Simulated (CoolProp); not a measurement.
The numbers come from the reference Helmholtz-energy equation of state, Aleksandrov 2011 in CoolProp. It is a short technical equation, of lower accuracy than the large ones.

### Question
For n-undecane, give the phase and the cp (kJ/(kg K)), speed of sound (m/s), expansivity (1/kK) at 571.9 K and 0.271 MPa.

### Answer
- 571.9 K and 0.271 MPa: gas; cp 2.82, speed of sound 162, expansivity 2.42
